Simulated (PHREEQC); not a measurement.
A solution holds 0.002 mol CaCl2 and 0.92 mol NaH2PO4 per kg of water, at 25 °C. Closed to the air; pH follows from the charge balance.

The numbers come from PHREEQC with the ion-association model, wateq4f.dat.

This is a speciation only: nothing precipitates in the calculation.

Question: Order these Ca species by the share of Ca that they hold, largest first: CaHPO4, CaH2PO4+, Ca+2.

Answer: CaH2PO4+ (84 %), Ca+2 (15 %), CaHPO4 (0.95 %)

The pH is 4.20 and the ionic strength 0.925 mol/kgw. The ionic strength is past about 0.7 mol/kgw, beyond the range of this activity model, so the values are rough. H3PO4, which wateq4f.dat lacks, is added to it with the constant of phreeqc.dat.
